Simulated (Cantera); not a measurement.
A freely propagating, adiabatic, planar premixed flame of H₂ : O₂ : N₂ = 1 : 0.357 : 1.34 (molar parts), unburnt at 348 K and 128 Torr; mixture-averaged transport, grid criteria slope 0.08 and curve 0.16, no radiation.

Cantera simulation using the H2/O2 subset of GRI-Mech 3.0, which has no nitrogen chemistry; the numbers are that mechanism's predictions, not measurements. Burning velocities carry a grid error of a few per cent, more on coarse grids.

Question: What does this change do: N2 1.34 to 1.7 parts?

Answer: 
```tsv
quantity	before	after
laminar burning velocity	306 cm/s	249 cm/s
thermal thickness	3.86 mm	3.96 mm
peak x(HO₂)	0.000148	0.000129
peak x(O)	0.00790	0.00598
peak x(H)	0.103	0.0841
peak x(OH)	0.0104	0.00691
```
